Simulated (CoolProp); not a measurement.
Saturated liquid density (kg/m³) of R1233zd(E): the reference equation beside estimates from Tc = 165.7 °C, pc = 3.583 MPa, ω = 0.304.

Computed with CoolProp (reference Helmholtz-energy equation of state, Akasaka 2022).

```json
[
 {"T (°C)": "-12.35", "reference": "1349", "Redlich-Kwong": "1168", "Soave-Redlich-Kwong": "1211"},
 {"T (°C)": "2.65", "reference": "…", "Redlich-Kwong": "1136", "Soave-Redlich-Kwong": "1182"},
 {"T (°C)": "17.55", "reference": "1281", "Redlich-Kwong": "1101", "Soave-Redlich-Kwong": "1151"},
 {"T (°C)": "32.55", "reference": "1244", "Redlich-Kwong": "…", "Soave-Redlich-Kwong": "…"},
 {"T (°C)": "47.55", "reference": "1206", "Redlich-Kwong": "1024", "Soave-Redlich-Kwong": "1078"},
 {"T (°C)": "62.55", "reference": "1166", "Redlich-Kwong": "981.3", "Soave-Redlich-Kwong": "1036"},
 {"T (°C)": "77.55", "reference": "1122", "Redlich-Kwong": "934.4", "Soave-Redlich-Kwong": "…"},
 {"T (°C)": "92.55", "reference": "…", "Redlich-Kwong": "883.0", "Soave-Redlich-Kwong": "937.3"}
]
```

Problem. Some entries are withheld; supply them.

Solution. 
- 2.65, reference: 1315
- 32.55, Redlich-Kwong: 1064
- 32.55, Soave-Redlich-Kwong: 1116
- 77.55, Soave-Redlich-Kwong: 989.7
- 92.55, reference: 1075

Absolute difference from the reference over all 8 rows, mean and median: Redlich-Kwong 15.1 and 14.8 %, Soave-Redlich-Kwong 10.9 and 10.5 %.
